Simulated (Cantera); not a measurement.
## Reactions in the system C-H-Ni-S

Cantera with NASA thermochemical tables; ideal gases at 1 bar, condensed phases pure. Values are per mole of reaction as written; species without (g) are pure solids or liquids, kept so even where they would boil at 1 bar.

2 CS₂(g) + 2 Ni₃S₄ + 2 H₂(g) = C₂H₄(g) + 6 NiS₂

```
T (K)  ΔH° (kJ)  ΔS° (J/K)  ΔG° (kJ)  log10 K
-----  --------  ---------  --------  -------
350      -368.3     -461.8    -206.7    30.84
375      -368.8     -463.3    -195.1    27.17
400      -369.5     -465.0    -183.5    23.96
425      -370.2     -466.8    -171.8    21.12
450      -371.0     -468.7    -160.1    18.59
475      -371.9     -470.6    -148.4    16.32
500      -372.9     -472.6    -136.6    14.27
525      -373.9     -474.6    -124.8    12.41
550      -375.0     -476.6    -112.9    10.72
```
